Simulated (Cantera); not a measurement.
A freely propagating, adiabatic, planar premixed flame of CH3OH : O2 : N2 : H2O = 1 : 1.6 : 6.06 : 0.7 (molar parts), equivalence ratio 0.94, unburnt at 600 K and 900 Torr; mixture-averaged transport, grid criteria slope 0.08 and curve 0.16, no radiation.

Detailed kinetics in Cantera: GRI-Mech 3.0 (53 species, 325 reactions). GRI-Mech 3.0 was tuned for natural gas; its chemistry of methanol as a main component is partial and can be far from experiment. Burning velocities carry a grid error of a few per cent, more on coarse grids.

Task: How do the results move with these cheaper or finer settings: unity-Lewis-number transport; multicomponent transport; multicomponent+Soret transport; grid criteria slope 0.5, curve 1; grid criteria slope 0.25, curve 0.5; grid criteria slope 0.03, curve 0.06?

Result: 
```
setting                               laminar burning velocity  thermal thickness  peak x(CH4)  peak x(CO)  grid points
------------------------------------  ------------------------  -----------------  -----------  ----------  -----------
as above                                              104 cm/s           0.278 mm      9.03e-5      0.0603          129
unity-Lewis-number transport                         79.6 cm/s           0.332 mm      8.62e-5      0.0504          130
multicomponent transport                              105 cm/s           0.283 mm      9.11e-5      0.0605          130
multicomponent+Soret transport                        103 cm/s           0.286 mm      8.65e-5      0.0601          130
grid criteria slope 0.5, curve 1                      123 cm/s           0.299 mm      9.37e-5      0.0619           38
grid criteria slope 0.25, curve 0.5                   112 cm/s           0.287 mm      9.22e-5      0.0611           56
grid criteria slope 0.03, curve 0.06                  102 cm/s           0.277 mm      8.84e-5      0.0599          343
```
The base run took very roughly 7 core-seconds.
Unity Lewis numbers drop preferential diffusion, which matters most where H2 and H carry the flame; Soret adds thermal diffusion.
